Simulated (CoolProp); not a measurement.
Decamethylcyclopentasiloxane (D5) at 293.15 K and 5.66 MPa is throttled through a valve to 1.93 MPa with no heat exchange. Each further row changes one setting.

Model: reference Helmholtz-energy equation of state, Thol 2019, in CoolProp.

```csv
case,temperature change (K),final density (kg/m³)
as stated,+1.5,960
outlet pressure 0.579 MPa,+2.1,958
outlet pressure 2.51 MPa,+1.3,961
```
